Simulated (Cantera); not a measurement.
An isothermal, constant-pressure homogeneous reactor starts with CH4 : CO2 = 1 : 1.8 (molar parts), at 1900 K and 3.00 bar. Integrator tolerance rtol = 1e-08.

Computed with Cantera and GRI-Mech 3.0 (53 species, 325 reactions).

Task: What does this change do: temperature 1900 to 1375 K?

Result: 
```csv
quantity,before,after
x(CH4) at 50.0 s,9.81e-8 (gas-phase equilibrium 1.08e-7),0.0906 (gas-phase equilibrium 3.65e-5)
x(CO2) at 50.0 s,0.0496 (gas-phase equilibrium 0.0496),0.226 (gas-phase equilibrium 0.0724)
x(CH2CO) at 50.0 s,4.13e-11 (gas-phase equilibrium 4.56e-11),1.02e-5 (gas-phase equilibrium 3.64e-10)
x(H2O) at 50.0 s,0.117 (gas-phase equilibrium 0.117),0.170 (gas-phase equilibrium 0.0943)
x(H) at 50.0 s,0.000253 (gas-phase equilibrium 0.000253),7.02e-7 (gas-phase equilibrium 1.13e-6)
x(CH2) at 50.0 s,1.69e-12 (gas-phase equilibrium 1.87e-12),1.17e-10 (gas-phase equilibrium <1e-12)
x(C2H2) at 50.0 s,5.37e-11 (gas-phase equilibrium 5.96e-11),0.0320 (gas-phase equilibrium 3.24e-10)
```
